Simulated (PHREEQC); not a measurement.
Synthetic water in mg/L, 30 °C, pH 6.43, pe 9.1: Na 0.00138; K 0.000698; Ca 0.00927; Mg 0.0448; Cl 0.0801; S(6) as SO4 0.0139; Alkalinity as HCO3 0.104; B 8.87e-06; Br 8.33e-05; O(0) (dissolved oxygen) 0.000204; Li 2.47e-05; Zn 4.48e-05; Ba 6.68e-05.

Cl is adjusted to close the charge balance.
Valence states are taken as typed.

The numbers come from PHREEQC with the ion-association model, phreeqc.dat.

The ionic strength comes out as 6.82e-6 mol/kgw.

| species | molality | activity | log γ |
|---|---|---|---|
| Cl- | 2.24e-6 | 2.23e-6 | -0.001 |
| HCO3- | 2.04e-6 | 2.03e-6 | -0.001 |
| Mg+2 | 1.84e-6 | 1.82e-6 | -0.005 |
| CO2 | 1.61e-6 | 1.61e-6 | 0.000 |
| H+ | 3.73e-7 | 3.72e-7 | -0.001 |
| Ca+2 | 2.31e-7 | 2.28e-7 | -0.005 |
| SO4-2 | 1.45e-7 | 1.43e-7 | -0.005 |

No solid was allowed to form.
